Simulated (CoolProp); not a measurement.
Vapour-liquid equilibrium of R143a (1) + R236FA (2) at 277 K; x and y are mole fractions of (1).

Computed with CoolProp (multi-fluid Helmholtz-energy mixture model, Lemmon and Jacobsen 2000 and Pan 2012; pair parameters Bell 2016).

Question: Give the bubble pressure and the first vapour's composition at x = 0.15, 0.65, 0.75. Is there an azeotrope?

Answer: x = 0.15: 0.1966 MPa, y = 0.438; x = 0.65: 0.4732 MPa, y = 0.894; x = 0.75: 0.5349 MPa, y = 0.931. No azeotrope shows between x = 0.05 and 0.95.

The pair parameters rest on a limited set of measurements; away from them the model extrapolates.
